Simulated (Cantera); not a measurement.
An adiabatic, constant-pressure homogeneous reactor starts with CH₄ : H₂ : O₂ : N₂ : H₂O = 1 : 0.055 : 5.96 : 65.6 : 17 (molar parts), at 1100 K and 750 Torr. Integrator tolerance rtol = 1e-08.

Model: GRI-Mech 3.0 (53 species, 325 reactions), integrated in Cantera.

Question: What does this change do: constant volume in place of constant pressure?

Answer: 
```csv
quantity,before,after
time of steepest temperature rise,0.164 s,0.161 s
temperature at 0.700 s,1350 K,1422 K
equilibrium temperature,1350 K,1421 K
x(CH₄) at 0.700 s,<1e-12 (gas-phase equilibrium <1e-12),<1e-12 (gas-phase equilibrium <1e-12)
x(H₂) at 0.700 s,2.10e-7 (gas-phase equilibrium 2.08e-7),5.68e-7 (gas-phase equilibrium 5.60e-7)
x(O₂) at 0.700 s,0.0439 (gas-phase equilibrium 0.0438),0.0439 (gas-phase equilibrium 0.0437)
x(H) at 0.700 s,1.11e-9 (gas-phase equilibrium 1.09e-9),4.38e-9 (gas-phase equilibrium 4.29e-9)
x(CH₂CO) at 0.700 s,<1e-12 (gas-phase equilibrium <1e-12),<1e-12 (gas-phase equilibrium <1e-12)
```

Question: What does this change do: pressure from 750 Torr to 16500 Torr?

Answer: 
```
quantity                                                            before                                      after
---------------------------------  ---------------------------------------  -----------------------------------------
time of steepest temperature rise                                  0.164 s                                    12.0 ms
temperature at 0.700 s                                              1350 K                                     1350 K
equilibrium temperature                                             1350 K                                     1350 K
x(CH₄) at 0.700 s                    <1e-12 (gas-phase equilibrium <1e-12)      <1e-12 (gas-phase equilibrium <1e-12)
x(H₂) at 0.700 s                   2.10e-7 (gas-phase equilibrium 2.08e-7)    4.48e-8 (gas-phase equilibrium 4.44e-8)
x(O₂) at 0.700 s                     0.0439 (gas-phase equilibrium 0.0438)      0.0439 (gas-phase equilibrium 0.0438)
x(H) at 0.700 s                    1.11e-9 (gas-phase equilibrium 1.09e-9)  1.09e-10 (gas-phase equilibrium 1.08e-10)
x(CH₂CO) at 0.700 s                  <1e-12 (gas-phase equilibrium <1e-12)    1.14e-11 (gas-phase equilibrium <1e-12)
```
The pressure lies above the range GRI-Mech 3.0 was tuned for (to about 10 atm).
